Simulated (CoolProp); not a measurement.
Vapour-liquid equilibrium of propylene (1) + R22 (2) at 24.55 °C; x and y are mole fractions of (1).

The numbers come from the multi-fluid Helmholtz-energy mixture model, Lemmon 2013 and Kamei 1995; pair parameters Bell 2016 in CoolProp.

| x | bubble pressure (kPa) | y at the bubble point | dew pressure at overall composition x (kPa) | liquid density (mol/L) |
|---|---|---|---|---|
| 0.05 | 1054 | 0.066 | 1049 | 13.67 |
| 0.15 | 1093 | 0.184 | 1082 | 13.44 |
| 0.25 | 1124 | 0.288 | 1113 | 13.22 |
| 0.35 | 1147 | 0.385 | 1139 | 13.01 |
| 0.45 | 1164 | 0.475 | 1160 | 12.82 |
| 0.55 | 1174 | 0.564 | 1173 | 12.65 |
| 0.65 | 1179 | 0.652 | 1179 | 12.49 |
| 0.75 | 1177 | 0.743 | 1177 | 12.35 |
| 0.85 | 1168 | 0.839 | 1167 | 12.22 |
| 0.95 | 1153 | 0.944 | 1151 | 12.10 |

y crosses x between x = 0.65 and 0.75: the model has an azeotrope there.

Pair parameters are fitted to limited data, so mixtures are less certain than the pure fluids.
